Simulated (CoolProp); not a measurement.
Vapour pressure (bar) of n-heptane: the reference equation beside estimates from Tc = 541.2 K, pc = 27.74 bar, ω = 0.349.

Model: reference Helmholtz-energy equation of state, Span 2003, in CoolProp. It is a short technical equation, of lower accuracy than the large ones.

| T (K) | reference | Lee-Kesler | Redlich-Kwong |
|---|---|---|---|
| 277.9 | 0.02028 | 0.01898 | 0.08987 |
| 306 | 0.08901 | 0.08483 | 0.2958 |
| 334 | 0.2896 | 0.2812 | 0.7586 |
| 362.1 | 0.7614 | 0.7510 | 1.636 |
| 390.2 | 1.701 | 1.695 | 3.096 |
| 418.3 | 3.356 | 3.363 | 5.310 |
| 446.3 | 6.008 | 6.029 | 8.429 |
| 474.4 | 10.02 | 10.04 | 12.63 |
| 502.5 | 15.79 | 15.80 | 18.05 |

Absolute difference from the reference over all 9 rows, mean and median: Lee-Kesler 1.8 and 0.4 %, Redlich-Kwong 119.2 and 82.0 %.
